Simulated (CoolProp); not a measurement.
R11 along the isobar 20.3 bar: density (kg/m³) from the reference equation and from simpler models built on Tc = 471.1 K, pc = 44.08 bar, ω = 0.189; each cubic takes its own stable root.

Values from CoolProp's reference Helmholtz-energy equation of state, Jacobsen 1992.

```csv
T (K),phase,reference,van der Waals,Peng-Robinson
190.1,liquid,1715,1069,1793
201.3,liquid,1692,1058,1776
212.4,liquid,1669,1046,1758
223.5,liquid,1645,1034,1739
234.7,liquid,1622,1021,1719
245.8,liquid,1598,1008,1698
256.9,liquid,1574,994.5,1676
268,liquid,1550,980.7,1653
279.2,liquid,1525,966.2,1629
290.3,liquid,1500,951.3,1603
301.4,liquid,1474,935.8,1576
312.6,liquid,1447,919.4,1547
323.7,liquid,1420,902.3,1516
334.8,liquid,1391,884.2,1484
345.9,liquid,1362,864.9,1449
```
